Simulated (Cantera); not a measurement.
What does this Cantera script print?

```python
import numpy as np
import cantera as ct

gas_names = """
    C CH CH2 CH3 CH2OH CH3O CH4 CH3OH CN CO CO2 COOH C2 C2H CHCO,ketyl C2H2,acetylene C2H2,vinylidene
    CH2CO,ketene C2H3,vinyl CH3CN CH3CO,acetyl C2H4 C2H4O,ethylen CH3CHO,ethanal CH3COOH (HCOOH)2 C2H5
    C2H6 CH3OCH3 C2H5OH CCN CNC C2N2 C2O C3 C3H3,propargyl C3H4,allene C3H4,propyne C3H4,cyclo-
    C3H5,allyl C3H6,propylene C3H6,cyclo- C3H6O C3H7,n-propyl C3H7,i-propyl C3H8 C3H8O,1propanol
    C3H8O,2propanol C3O2 C4 C4H2 C4H4,1,3-cyclo- C4H6,butadiene C4H6,2-butyne C4H6,cyclo- C4H8,1-butene
    C4H8,cis2-buten C4H8,tr2-butene C4H8,isobutene C4H8,cyclo- (CH3COOH)2 C4H9,n-butyl C4H9,i-butyl
    C4H9,s-butyl C4H9,t-butyl C4H10,isobutane C4H10,n-butane C4N2 C5 C5H6,1,3cyclo- C5H8,cyclo-
    C5H10,1-pentene C5H10,cyclo- C5H11,pentyl C5H11,t-pentyl C5H12,n-pentane C5H12,i-pentane
    CH3C(CH3)2CH3 C6H2 C6H5,phenyl C6H5O,phenoxy C6H6 C6H5OH,phenol C6H10,cyclo- C6H12,1-hexene
    C6H12,cyclo- C6H13,n-hexyl C7H7,benzyl C7H8 C7H8O,cresol C7H14,1-heptene C7H15,n-heptyl
    C7H16,n-heptane C8H8,styrene C8H10,ethylbenz C8H16,1-octene C8H17,n-octyl C8H18,isooctane
    C8H18,n-octane C9H19,n-nonyl C10H8,naphthale C10H21,n-decyl C12H9,o-bipheny C12H10,bipheny Cu CuO
    Cu2 H HCN HCO HCCN HNC HNCO HNO HNO2 HNO3 HO2 H2 HCHO,formaldehy HCOOH H2O H2O2 N NCO NH NH2 NH3
    NH2OH NO NO2 NO3 N2 N2H2 N2H4 N2O O OH O2 O3
""".split()
cond_names = """
    C(gr) C6H6(L) C7H8(L) C8H18(L),n-octa Cu(cr) Cu(L) CuO(s) CuO2H2(s) Cu2O(s) Cu2O(L) H2O(s) H2O(L)
""".split()


def load(file, names, dense=False):
    # The tables refer to 1 bar. Condensed volumes are neglected.
    table = {s.name: s for s in ct.Species.list_from_file(file)}
    out = []
    for n in names:
        d = dict(table[n].input_data)
        d["thermo"] = dict(d["thermo"], **{"reference-pressure": 1e5})
        if dense:
            d["equation-of-state"] = {"model": "constant-volume", "density": "1e6 g/cm^3"}
        out.append(ct.Species.from_dict(d))
    return out


gas = ct.Solution(thermo="ideal-gas", species=load("nasa_gas.yaml", gas_names))
cond = {s.name: ct.Solution(thermo="fixed-stoichiometry", species=[s], name=s.name)
        for s in load("nasa_condensed.yaml", cond_names, dense=True)}
atoms = {
    'CuO': {'Cu': 1, 'O': 1},
    'CH4': {'C': 1, 'H': 4},
    'N2': {'N': 2},
}
top_T = {'C(gr)': 4500, 'CuO(s)': 1390}  # K; cautious upper limits of use, not melting points


def equilibrate(T, P, feed):
    n = {}
    for name, mol in feed.items():
        for a, k in atoms[name].items():
            n[a] = n.get(a, 0.0) + k * mol
    gas.TPX = T, P, n
    mass = sum(n.values()) * gas.mean_molecular_weight
    gas.equilibrate("TP")
    valid = [c for c in cond.values() if c.min_temp <= T <= top_T.get(c.name, c.max_temp)]
    mix = ct.Mixture([(gas, mass / gas.mean_molecular_weight)] + [(c, 0.0) for c in valid])
    mix.T, mix.P = T, P
    mix.equilibrate("TP", solver="vcs", rtol=1e-11, max_steps=5000)
    return mix


results = []
feed = {'CuO': 1, 'CH4': 0.79, 'N2': 0.3}  # mol
T = 1798  # K
P = 3900  # Pa
mix = equilibrate(T, P, feed)
results.append((T, P, feed, dict(zip(mix.species_names, mix.species_moles))))
x = sorted(zip(gas.X, gas.species_names), reverse=True)
print(f"T = {T:g} K  P = {P:g} Pa  gas = {mix.phase_moles(0):.4g} mol")
print("   x: " + "  ".join(f"{s} {v:.3e}" for v, s in x if v > 1e-05))
print("   condensed (mol): " + ("  ".join(f"{mix.phase(i).name} {mix.phase_moles(i):.4g}"
      for i in range(1, mix.n_phases) if mix.phase_moles(i) > 1e-12) or "none"))
```

It prints:

```
T = 1798 K  P = 3900 Pa  gas = 2.709 mol
   x: H2 5.149e-01  CO 2.819e-01  N2 1.108e-01  H2O 6.778e-02  Cu 1.357e-02  CO2 9.736e-03  H 1.279e-03  Cu2 2.579e-05  OH 1.107e-05
   condensed (mol): Cu(L) 0.9631
```

Equilibrium computed with Cantera from the NASA thermochemical tables; the gas is ideal and each condensed phase is pure.
